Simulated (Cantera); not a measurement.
Al(CH3)3 + N2 + H2 (aluminium nitride and oxide growth)

A closed system holds: 1 mol Al(CH3)3, a varied amount of N2, 740 mol H2, equilibrated at 750 Torr.

Cantera equilibrium calculation (NASA polynomials, part measured and part estimated; ideal gas, pure solids and liquids). Candidate condensed phases: Al, AlN, C, C6H6, C7H8, C8H18; 97 gas species. The feed counts by its element totals alone. Equilibrium is a limit: real reactors are often held back by kinetics, nucleation or transport.

Q: Map the stable condensed phases over T = 1125, 1225, 1325, 1425, 1525, 1625, 1725, 1825, 1925, 2025 K and n(N2) in mol = 6.5, 14, 22, 30, 38, 46, 54, 62, 70.

A: 
```
T in K \ n(N2) in mol
         6.5  14  22  30  38  46  54  62  70
   2025    A   B   B   B   B   B   B   B   B
   1925    A   A   A   A   A   B   B   B   B
   1825    A   A   A   A   A   A   A   A   A
   1725    A   A   A   A   A   A   A   A   A
   1625    A   A   A   A   A   A   A   A   A
   1525    A   A   A   A   A   A   A   A   A
   1425    A   A   A   A   A   A   A   A   A
   1325    B   B   B   B   B   B   B   B   B
   1225    B   B   B   B   B   B   B   B   B
   1125    B   B   B   B   B   B   B   B   B
```
A: AlN + C; B: AlN.
